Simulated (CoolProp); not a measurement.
Vapour-liquid equilibrium of carbon dioxide (1) + R22 (2) at 0.652 MPa; x and y are mole fractions of (1).

Values from CoolProp's multi-fluid Helmholtz-energy mixture model, Span 1996 and Kamei 1995; pair parameters Bell 2016.

### Question
Give the bubble temperature and the first vapour's composition at x = 0.05, 0.65, 0.8. Is there an azeotrope?

### Answer
x = 0.05: 2.7 °C, y = 0.190; x = 0.65: -40.4 °C, y = 0.939; x = 0.8: -45.6 °C, y = 0.973. No azeotrope shows between x = 0.05 and 0.95.

Pair parameters are fitted to limited data, so mixtures are less certain than the pure fluids.
